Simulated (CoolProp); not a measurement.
Aqueous lithium chloride as a coolant, 5 % by mass, freezing at -5.1 °C, 1 atm.

The numbers come from the Melinder's fits for secondary coolants in CoolProp.

| T (°C) | density (kg/m³) | cp (kJ/(kg K)) | Prandtl number | conductivity (W/(m K)) |
|---|---|---|---|---|
| -0.3 | 1030 | 3.914 | 14.7 | 0.551 |
| 6.3 | 1029 | 3.913 | 11.8 | 0.562 |
| 12.9 | 1028 | 3.913 | 9.63 | 0.574 |
| 19.5 | 1027 | 3.914 | 8.04 | 0.584 |
| 26.1 | 1025 | 3.917 | 6.82 | 0.595 |
| 32.7 | 1023 | 3.920 | 5.84 | 0.606 |
| 39.3 | 1021 | 3.924 | 5.04 | 0.616 |
